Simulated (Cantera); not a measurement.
## C3H8 + H2 + N2 (carbon deposition, reforming and gasification)

A closed system holds: 1 mol C3H8, a varied amount of H2, 1.3 mol N2, held at 25.0 bar.

These are equilibrium values from Cantera (NASA tables, ideal gas, pure condensed phases), not measurements of a reactor. Candidate condensed phases: C, C6H6, C7H8, C8H18; 92 gas species. The numbers say what is thermodynamically allowed, not how fast it happens.

Map the stable condensed phases over T = 950, 1000, 1050, 1100, 1150, 1200, 1250, 1300, 1350, 1400 K and n(H2) in mol = 4, 6, 8.9, 13, 20, 29, 43, 64, 95.


```
T in K \ n(H2) in mol
           4   6 8.9  13  20  29  43  64  95
   1400    A   A   A   A   A   A   B   B   B
   1350    A   A   A   A   A   B   B   B   B
   1300    A   A   A   A   A   B   B   B   B
   1250    A   A   A   A   B   B   B   B   B
   1200    A   A   A   B   B   B   B   B   B
   1150    A   A   A   B   B   B   B   B   B
   1100    A   A   B   B   B   B   B   B   B
   1050    A   A   B   B   B   B   B   B   B
   1000    A   B   B   B   B   B   B   B   B
    950    A   B   B   B   B   B   B   B   B
```
A: C; B: gas only.
